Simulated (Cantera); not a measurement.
Charge: 1 mol Cu, 3 mol F2, 3.7 mol H2, equilibrated at 0.190 bar.

These are equilibrium values from Cantera (NASA tables, ideal gas, pure condensed phases), not measurements of a reactor. Candidate condensed phases: Cu, CuF2; 15 gas species. The numbers say what is thermodynamically allowed, not how fast it happens.

log p: log10 of the partial pressure in bar; n: condensed amount in mol.

| T (°C) | log p HF | log p H2 | log p H2F2 | log p CuF | log p Cu | log p H | n Cu(s) | n Cu(l) |
|---|---|---|---|---|---|---|---|---|
| 275 | -0.77 | -1.70 | -4.67 | <-12 | <-12 | <-12 | 1.00 | 0 |
| 350 | -0.77 | -1.70 | -5.01 | <-12 | <-12 | <-12 | 1.00 | 0 |
| 425 | -0.77 | -1.70 | (withheld) | <-12 | <-12 | <-12 | 1.00 | 0 |
| 500 | -0.77 | -1.70 | -5.49 | <-12 | <-12 | <-12 | 1.00 | 0 |
| 575 | -0.77 | -1.70 | -5.67 | -11.60 | <-12 | -11.57 | 1.00 | 0 |
| 650 | -0.77 | -1.70 | -5.82 | -10.32 | -12.26 | -10.46 | 1.00 | 0 |
| 725 | -0.77 | -1.70 | -5.94 | -9.23 | -10.84 | -9.52 | 1.00 | 0 |
| 800 | -0.77 | -1.70 | -6.05 | -8.29 | -9.62 | -8.70 | 1.00 | 0 |
| 875 | -0.77 | -1.70 | -6.14 | -7.48 | -8.57 | -8.00 | 1.000 | 0 |
| 950 | -0.77 | -1.70 | -6.22 | -6.76 | -7.64 | -7.37 | 1.000 | 0 |
| 1025 | -0.77 | -1.70 | -6.28 | -6.14 | -6.82 | -6.82 | 1.000 | 0 |
| 1100 | -0.77 | -1.70 | -6.34 | -5.58 | -6.10 | -6.33 | 0 | 1.000 |
| 1175 | -0.77 | -1.70 | -6.40 | (withheld) | (withheld) | (withheld) | 0 | 1.000 |
| 1250 | -0.77 | -1.70 | -6.44 | -4.69 | -4.92 | -5.49 | 0 | 0.999 |

### Question
Complete the blanks.

### Answer

- 425, log p H2F2: -5.28
- 1175, log p CuF: -5.11
- 1175, log p Cu: -5.48
- 1175, log p H: -5.89
